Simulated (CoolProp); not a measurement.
Vapour-liquid equilibrium of R125 (1) + cyclopropane (2) at 0.772 MPa; x and y are mole fractions of (1).

Computed with CoolProp (multi-fluid Helmholtz-energy mixture model, Lemmon 2005 and Polt 1992; pair parameters Bell 2016). This equation is an older, rougher fit; its heat capacities, sound speeds and derivatives of the liquid may be far off and weren't checked against measurements.

Task: Give the bubble temperature and the first vapour's composition at x = 0.2, 0.35, 0.575. Is there an azeotrope?

Result: x = 0.2: 10.1 °C, y = 0.450; x = 0.35: 6.1 °C, y = 0.556; x = 0.575: 3.6 °C, y = 0.659. y crosses x between x = 0.725 and 0.8: the model has an azeotrope there.

Pair parameters are fitted to limited data, so mixtures are less certain than the pure fluids.
